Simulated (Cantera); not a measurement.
A perfectly stirred reactor is fed with N₂O : H₂O = 1 : 0.015 (molar parts), at 2670 Pa; it is held at 1475 K, and followed from long to short residence time.

Model: GRI-Mech 3.0 (53 species, 325 reactions), integrated in Cantera. GRI-Mech 3.0 was tuned for natural gas; its chemistry of N2O as a main component is partial and can be far from experiment. Radical loss at walls, strong at low pressure, is not modelled. The temperature is held fixed by assumption; the heat of reaction is taken as removed at once.

Task: Predict: x(N₂O) at τ = 0.470 s; x(H₂O) at τ = 0.470 s; x(N₂) at τ = 0.470 s; x(H₂O₂) at τ = 0.470 s; x(NO) at τ = 0.470 s; x(N₂O) at τ = 29.0 ms; x(H₂O) at τ = 29.0 ms; x(N₂) at τ = 29.0 ms; x(H₂O₂) at τ = 29.0 ms; x(NO) at τ = 29.0 ms.

Result: 
```
Quantity                  Value
----------------------  -------
x(N₂O) at τ = 0.470 s     0.536
x(H₂O) at τ = 0.470 s    0.0125
x(N₂) at τ = 0.470 s      0.269
x(H₂O₂) at τ = 0.470 s  2.02e-9
x(NO) at τ = 0.470 s     0.0624
x(N₂O) at τ = 29.0 ms     0.936
x(H₂O) at τ = 29.0 ms    0.0145
x(N₂) at τ = 29.0 ms     0.0293
x(H₂O₂) at τ = 29.0 ms  2.85e-8
x(NO) at τ = 29.0 ms    0.00688
```
